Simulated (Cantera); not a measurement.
Charge: 1 mol B, 1.6 mol HCl, 2 mol O2, 0.025 mol H2O, at 1202 °C and 0.0540 bar.

Method: chemical equilibrium by Gibbs-energy minimisation in Cantera with the NASA 1993 tables (ideal gas, pure condensed phases). Candidate condensed phases: B, B2O3, B3O3H3, H2O; 33 gas species. The tables' values for BOCl are old estimates; treat these amounts as uncertain. Gases not in the tables: H3BO3. Rates play no part.

Base state: HCl 0.468, O2 0.411, H2O 0.0429, Cl 0.0340, Cl2 0.0258, HBO2 0.0172, B2O3 0.000239, ClO 0.000129 (mole fractions); condensed: B2O3(l).

**Question.** What changes in the equilibrium state with this change: temperature from 1202 °C to 1377 °C?

**Answer.** 
```csv
species,before,after
HCl,0.468,0.417
O2,0.411,0.385
Cl,0.0340,0.0786
HBO2,0.0172,0.0624
Cl2,0.0258,0.0156
H2O,0.0429,0.0325
B2O3,0.000239,0.00644
BO2,5.01e-5,0.000829
BOCl,0.000121,0.00119
"B2O3(l), mol",0.474,0.383
```
